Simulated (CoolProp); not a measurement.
R21 along the isotherm 473 K: density (kg/m³) from the reference equation and from simpler models built on Tc = 452.7 K, pc = 52.89 bar, ω = 0.206; each cubic takes its own stable root.

Computed with CoolProp (reference Helmholtz-energy equation of state, Platzer 1990). This equation is an older, rougher fit; its heat capacities, sound speeds and derivatives of the liquid may be far off and weren't checked against measurements.

| p (bar) | phase | reference | ideal gas | van der Waals | Soave-Redlich-Kwong | Peng-Robinson |
|---|---|---|---|---|---|---|
| 44.1 | gas | 167.6 | 115.4 | 162.7 | 164.9 | 171.3 |
| 88.1 | supercritical | 754.5 | 230.6 | 588.2 | 642.0 | 701.0 |
| 132 | supercritical | 893.9 | 345.5 | 673.5 | 791.8 | 874.0 |
| 176 | supercritical | 957.2 | 460.6 | 720.5 | 871.0 | 964.5 |
| 220 | supercritical | 999.7 | 575.8 | 753.5 | 926.7 | 1027 |
| 264 | supercritical | 1032 | 690.9 | 779.1 | 969.9 | 1076 |
| 308 | supercritical | 1059 | 806.1 | 799.9 | 1005 | 1116 |
| 353 | supercritical | 1081 | 923.8 | 817.9 | 1036 | 1150 |
| 397 | supercritical | 1101 | 1039 | 833.1 | 1062 | 1179 |
| 441 | supercritical | 1118 | 1154 | 846.4 | 1085 | 1205 |
| 485 | supercritical | 1134 | 1269 | 858.3 | 1106 | 1228 |
| 529 | supercritical | 1148 | 1384 | 869.0 | 1125 | 1248 |
